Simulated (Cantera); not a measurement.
# Carbothermic reduction: Fe₂O₃ + C + CO

Charge: 1 mol Fe₂O₃, a varied amount of C, 1.4 mol CO, held at 2.20 bar.

These are equilibrium values from Cantera (NASA tables, ideal gas, pure condensed phases), not measurements of a reactor. Candidate condensed phases: C, Fe, Fe(CO)₅, FeO, Fe₂O₃, Fe₃O₄; 15 gas species. Mutual solubility and eutectic melting of coexisting phases are not modelled. The tables' stoichiometric FeO is somewhat more stable than real wüstite, so its field is too wide. FeO: taken at fixed stoichiometry. Condensed phases not in the tables: cementite and carbon dissolved in iron. Equilibrium is a limit: real reactors are often held back by kinetics, nucleation or transport.

Map the stable condensed phases over T = 923, 973, 1023, 1073, 1123, 1173, 1223, 1273, 1323, 1373 K and n(C) in mol = 0.41, 1, 1.6, 2.2, 2.8, 3.3, 3.9, 4.5.


```
T in K \ n(C) in mol
         0.41    1  1.6  2.2  2.8  3.3  3.9  4.5
   1373     A    B    B    B    C    D    D    D
   1323     A    B    B    B    C    D    D    D
   1273     A    B    B    B    C    D    D    D
   1223     A    B    B    B    C    D    D    D
   1173     A    B    B    B    D    D    D    D
   1123     A    B    B    B    D    D    D    D
   1073     A    E    E    E    E    E    E    E
   1023     E    E    E    E    E    E    E    E
    973     E    E    E    E    E    E    E    E
    923     E    E    E    E    E    E    E    E
```
A: FeO; B: Fe + FeO; C: Fe; D: C + Fe; E: C + FeO.
